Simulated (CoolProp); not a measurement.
Vapour-liquid equilibrium of R152A (1) + R113 (2) at 0.656 bar; x and y are mole fractions of (1).

Model: multi-fluid Helmholtz-energy mixture model, Outcalt 1996 and Marx 1992; pair parameters Bell 2016, in CoolProp.

Question: Give the bubble temperature and the first vapour's composition at x = 0.2, 0.65, 0.8. Is there an azeotrope?

Answer: x = 0.2: 257.7 K, y = 0.911; x = 0.65: 244.3 K, y = 0.971; x = 0.8: 242.7 K, y = 0.979. No azeotrope shows between x = 0.05 and 0.95.

The pair parameters rest on a limited set of measurements; away from them the model extrapolates. With so large a gap from Raoult's law the liquid may split in two, which this calculation doesn't test in full.
